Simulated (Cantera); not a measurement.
# Hydrocarbon pyrolysis for carbon deposition

A perfectly stirred reactor is fed with 33.3 % CH4, 66.7 % H2, at 20.0 Torr; it is held at 1573 K, and followed from long to short residence time.

Cantera simulation using GRI-Mech 3.0 (53 species, 325 reactions); the numbers are that mechanism's predictions, not measurements. GRI-Mech 3.0 stops at C3 and has no aromatics, soot or wall deposition, so with more carbon than oxygen in the feed, carbon stays in small species such as C2H2 where larger ones or solid carbon would form. Radical loss at walls, strong at low pressure, is not modelled.

| τ (s) | x CH4 | x H2 | x CH2 | x C2H6 | x CH3 | x C2H |
|---|---|---|---|---|---|---|
| 14 | 0.0611 | 0.836 | 4.45e-8 | 6.89e-6 | 0.000259 | 6.15e-8 |
| 5.3 | 0.102 | 0.811 | 5.84e-8 | 1.65e-5 | 0.000389 | 4.72e-8 |
| 2.0 | 0.158 | 0.776 | 7.33e-8 | 3.49e-5 | 0.000550 | 3.21e-8 |
| 0.79 | 0.219 | 0.737 | 8.62e-8 | 6.01e-5 | 0.000708 | 1.91e-8 |
| 0.30 | 0.273 | 0.703 | 9.46e-8 | 8.55e-5 | 0.000832 | 8.88e-9 |
| 0.12 | 0.307 | 0.682 | 9.33e-8 | 9.65e-5 | 0.000874 | 3.20e-9 |
| 0.045 | 0.325 | 0.671 | 7.62e-8 | 8.43e-5 | 0.000805 | 6.24e-10 |
| 0.017 | 0.331 | 0.668 | 3.97e-8 | 4.47e-5 | 0.000575 | 3.89e-11 |
| 0.0066 | 0.333 | 0.667 | 1.02e-8 | 1.05e-5 | 0.000284 | <1e-12 |
x: mole fraction; the columns are a selection and need not sum to one.
